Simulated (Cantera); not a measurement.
Charge: 1 mol HMDSO, 0.26 mol O₃, 0.13 mol H₂, equilibrated at 725 K and 8.25 Torr.

Cantera equilibrium calculation (NASA polynomials, part measured and part estimated; ideal gas, pure solids and liquids). Candidate condensed phases: C, C₆H₆, C₇H₈, C₈H₁₈, H₂O, Si, SiC, SiO₂; 123 gas species. The feed counts by its element totals alone. Kinetics and transport are ignored.

Base state: H₂ 0.949, CH₄ 0.0509 (mole fractions); condensed: C(graphite) + SiC(s) + SiO₂(α-quartz).

Problem. What changes in the equilibrium state with this change: temperature from 725 K to 1550 K?

Solution. 
```csv
species,before,after
H₂,0.949,0.837
CO,<1e-9,0.163
SiO,<1e-9,0.000391
CH₄,0.0509,1.57e-5
H,<1e-9,0.000275
C₂H₂ (acetylene),<1e-9,1.34e-5
"C(graphite), mol",4.45,2.23
"SiC(s), mol",1.11,2.00
"SiO₂(α-quartz), mol",0.890,0
```
